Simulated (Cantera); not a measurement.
Silicon etching in halogen gases: Si + HCl + H2

A closed system holds: 1 mol Si, 7.3 mol HCl, 10 mol H2, held at 898 K and 7.50 Torr.

Method: chemical equilibrium by Gibbs-energy minimisation in Cantera with the NASA 1993 tables (ideal gas, pure condensed phases). Candidate condensed phases: Si; 19 gas species. The tables' values for SiCl3 are old estimates; treat these amounts as uncertain. The numbers say what is thermodynamically allowed, not how fast it happens.

```json
{
 "x(H2)": "0.736",
 "x(HCl)": "0.203",
 "x(SiCl4)": "0.0607",
 "x(SiHCl3)": "0.000612",
 "x(SiCl3)": "2.87e-5",
 "gas_amount": "16.30 mol",
 "log10 activity of Si(s) (absent)": "-5.06"
}
```
